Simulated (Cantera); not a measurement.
Charge: 1 mol C3H6, 2.5 mol NH3, at 1073 K and 720000 Pa.

These are equilibrium values from Cantera (NASA tables, ideal gas, pure condensed phases), not measurements of a reactor. Candidate condensed phases: C, C6H6, C7H8, C8H18; 92 gas species. Kinetics and transport are ignored.

Base state: H2 0.671, N2 0.179, CH4 0.149, NH3 0.000621, C2H6 1.06e-5 (mole fractions); condensed: C(graphite).

Task: What changes in the equilibrium state with this change: temperature from 1073 K to 2723 K?

Result: 
```csv
species,before,after
H2,0.671,0.782
N2,0.179,0.133
HCN,5.35e-6,0.0380
CH4,0.149,0.000476
H,4.28e-9,0.0204
C2H2 (acetylene),4.82e-9,0.0200
HNC,1.30e-8,0.00564
C4H2,<1e-9,0.000213
CN,<1e-9,7.65e-5
"C(graphite), mol",1.96,2.31
```

Task: What changes in the equilibrium state with this change: temperature from 1073 K to 625 K?

Result: 
```json
[
 {"species": "CH4", "before": "0.149", "after": "0.603"},
 {"species": "N2", "before": "0.179", "after": "0.249"},
 {"species": "H2", "before": "0.671", "after": "0.143"},
 {"species": "NH3", "before": "0.000621", "after": "0.00533"},
 {"species": "C2H6", "before": "1.06e-5", "after": "2.61e-6"},
 {"species": "C(graphite), mol", "before": "1.96", "after": "0"}
]
```

Task: What changes in the equilibrium state with this change: pressure from 720000 Pa to 1100 Pa?

Result: 
| species | before | after |
|---|---|---|
| H2 | 0.671 | 0.843 |
| N2 | 0.179 | 0.156 |
| CH4 | 0.149 | 0.000359 |
| C2H6 | 1.06e-5 | <1e-9 |
| NH3 | 0.000621 | 1.25e-6 |
| C(graphite), mol | 1.96 | 3.00 |
